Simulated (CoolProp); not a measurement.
n-perfluorobutane along the isobar 0.101 MPa: Z from the reference equation and from simpler models built on Tc = 386.3 K, pc = 2.322 MPa, ω = 0.372; each cubic takes its own stable root.

Computed with CoolProp (reference Helmholtz-energy equation of state, Gao 2022).

```csv
T (K),phase,reference,van der Waals,Redlich-Kwong,Soave-Redlich-Kwong,Peng-Robinson
252.6,liquid,0.006891,0.9642,…,0.007278,…
274.5,gas,0.9544,0.9705,0.9603,0.9536,0.9515
296.5,gas,0.9649,…,…,0.9636,0.9615
318.4,gas,0.9725,0.9792,…,0.9710,0.9691
340.3,gas,0.9780,0.9822,0.9784,0.9767,0.9749
362.3,gas,0.9823,0.9847,0.9820,0.9812,0.9794
384.2,gas,0.9856,0.9868,0.9848,0.9847,0.9831
406.1,gas,0.9882,0.9885,0.9871,0.9875,0.9860
428.1,gas,0.9903,0.9899,0.9890,0.9898,0.9883
450,gas,0.9920,0.9911,0.9905,0.9917,0.9903
```

Task: Complete the blanks.

Result: 
- 252.6, Redlich-Kwong: 0.9498
- 252.6, Peng-Robinson: 0.006442
- 296.5, van der Waals: 0.9754
- 296.5, Redlich-Kwong: 0.9681
- 318.4, Redlich-Kwong: 0.9739

At some of these states van der Waals, Redlich-Kwong gives the other phase, because its saturation line lies elsewhere.
